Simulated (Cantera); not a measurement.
Feed: 1 mol B₂O₃, 0.34 mol O₂, 0.53 mol N₂, at 0.550 bar.

Cantera equilibrium calculation (NASA polynomials, part measured and part estimated; ideal gas, pure solids and liquids). Candidate condensed phases: B, BN, B₂O₃; 17 gas species. The numbers say what is thermodynamically allowed, not how fast it happens.

### Question
At 1650 K, list the 6 most abundant gas species with their mole fractions, and the condensed phases.

### Answer
N₂ 0.607, O₂ 0.389, NO 0.00285, B₂O₃ 0.000633, BO₂ 0.000146, O 2.18e-5. Condensed: B₂O₃(l).
